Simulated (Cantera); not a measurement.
An isothermal, constant-pressure homogeneous reactor starts with CH4 : N2 = 1 : 1.5 (molar parts), at 1425 K and 20.0 Torr.

Model: GRI-Mech 3.0 (53 species, 325 reactions), integrated in Cantera. GRI-Mech 3.0 stops at C3 and has no aromatics, soot or wall deposition, so with more carbon than oxygen in the feed, carbon stays in small species such as C2H2 where larger ones or solid carbon would form. Radical loss at walls, strong at low pressure, is not modelled.

Predict: x(CH4) at 6.00 s; x(H2) at 6.00 s; x(C2H4) at 6.00 s; x(H) at 6.00 s; x(CH2) at 6.00 s; x(CH3) at 6.00 s.


```json
{
  "x(CH4) at 6.00 s": "0.309 (gas-phase equilibrium 0.00452)",
  "x(H2) at 6.00 s": "0.0963 (gas-phase equilibrium 0.423)",
  "x(C2H4) at 6.00 s": "0.00253 (gas-phase equilibrium 0.000674)",
  "x(H) at 6.00 s": "3.31e-6 (gas-phase equilibrium 2.74e-5)",
  "x(CH2) at 6.00 s": "5.05e-9 (gas-phase equilibrium 2.84e-10)",
  "x(CH3) at 6.00 s": "0.000209 (gas-phase equilibrium 5.86e-6)"
}
```
